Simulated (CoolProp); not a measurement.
Aqueous potassium carbonate as a coolant, 15 % by mass, freezing at -5.9 °C, 1 atm.

Model: Melinder's fits for secondary coolants, in CoolProp.

| T (°C) | density (kg/m³) | Prandtl number | viscosity (mPa s) | conductivity (W/(m K)) |
|---|---|---|---|---|
| -2.4 | 1147 | (withheld) | 2.59 | 0.547 |
| 0.3 | 1146 | 15.0 | 2.39 | 0.551 |
| 3.1 | 1145 | 13.8 | 2.21 | 0.556 |
| 5.8 | 1145 | 12.7 | 2.05 | 0.560 |
| 8.5 | 1144 | 11.8 | 1.91 | 0.564 |
| 11.2 | 1143 | 10.9 | 1.79 | 0.569 |
| 14 | 1142 | 10.2 | 1.67 | (withheld) |
| 16.7 | 1141 | 9.51 | 1.57 | 0.578 |
| 19.4 | 1140 | 8.90 | 1.48 | 0.582 |
| 22.1 | 1139 | 8.35 | 1.40 | 0.587 |
| 24.9 | (withheld) | 7.83 | 1.32 | 0.592 |
| 27.6 | (withheld) | 7.37 | 1.25 | 0.596 |
| 30.3 | 1135 | 6.95 | 1.19 | 0.601 |
| 33 | (withheld) | 6.55 | 1.13 | 0.605 |

**Question.** Fill in the missing entries.

**Answer.** 
- -2.4, Prandtl number: 16.4
- 14, conductivity (W/(m K)): 0.573
- 24.9, density (kg/m³): 1137
- 27.6, density (kg/m³): 1136
- 33, density (kg/m³): 1134
